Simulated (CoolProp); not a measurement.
n-perfluorohexane along the isotherm 450 K: fugacity coefficient from the reference equation and from simpler models built on Tc = 448.0 K, pc = 1.742 MPa, ω = 0.497; each cubic takes its own stable root.

Model: reference Helmholtz-energy equation of state, Gao 2022, in CoolProp.

| p (MPa) | phase | reference |
|---|---|---|
| 0.0138 | gas | 0.9973 |
| 0.0214 | gas | 0.9958 |
| 0.0334 | gas | 0.9934 |
| 0.052 | gas | 0.9897 |
| 0.0809 | gas | 0.9840 |
| 0.126 | gas | 0.9751 |
| 0.196 | gas | 0.9614 |
| 0.306 | gas | 0.9399 |
| 0.476 | gas | 0.9070 |
| 0.741 | gas | 0.8559 |
| 1.15 | gas | 0.7775 |
| 1.8 | supercritical | 0.6450 |
| 2.8 | supercritical | 0.4562 |
| 4.35 | supercritical | 0.3333 |

How far does each simpler model (van der Waals, Peng-Robinson) lie from the reference over these 14 states: mean and median of the absolute difference, and the worst?


- van der Waals: mean 3.4 %, median 0.8 %, worst +19.1 % at 450 K and 4.35 MPa
- Peng-Robinson: mean 0.6 %, median 0.4 %, worst +2.0 % at 450 K and 4.35 MPa
